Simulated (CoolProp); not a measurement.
The fluid at 287.2 K and 1.75 MPa (stagnation) flows isentropically through a choked orifice. The same conditions are run with several fluids, on thermodynamics alone (safety and materials aside).

Values from CoolProp's reference Helmholtz-energy equation of state of each fluid (nitrous oxide: Lemmon 2006; carbon monoxide: Lemmon 2006; methane: Setzmann 1991; dry air: Lemmon 2000; carbon dioxide: Span 1996). Blends and air are pseudo-pure fits.

```tsv
fluid	throat to inlet pressure ratio	mass flux (kg/(m² s))	throat temperature (K)
nitrous oxide	0.551	5280	249.3
carbon monoxide	0.526	4140	238.4
methane	0.542	3100	246.8
dry air	0.526	4210	238.5
carbon dioxide	0.546	5290	247.8
```
